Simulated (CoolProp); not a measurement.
Ethylene along the isotherm -102.05 °C: density (kg/m³) from the reference equation and from simpler models built on Tc = 9.2 °C, pc = 5.042 MPa, ω = 0.087; each cubic takes its own stable root.

Values from CoolProp's reference Helmholtz-energy equation of state, Smukala 2000.

```tsv
p (MPa)	phase	reference
0.0239	gas	0.4748
0.0491	gas	0.9832
0.101	gas	2.058
0.207	liquid	565.3
0.425	liquid	565.5
0.873	liquid	566.0
1.79	liquid	566.9
3.68	liquid	568.9
7.56	liquid	572.6
```

### Question
How far does each simpler model (van der Waals, Redlich-Kwong, Soave-Redlich-Kwong, Peng-Robinson) lie from the reference over these 9 states: mean and median of the absolute difference, and the worst?

### Answer
- van der Waals: mean 37.3 %, median 34.0 %, worst -99.2 % at -102.05 °C and 0.207 MPa
- Redlich-Kwong: mean 2.5 %, median 3.5 %, worst -3.7 % at -102.05 °C and 0.207 MPa
- Soave-Redlich-Kwong: mean 2.4 %, median 3.4 %, worst -3.6 % at -102.05 °C and 0.207 MPa
- Peng-Robinson: mean 6.0 %, median 8.9 %, worst +9.1 % at -102.05 °C and 7.56 MPa

At some of these states van der Waals gives the other phase, because its saturation line lies elsewhere.
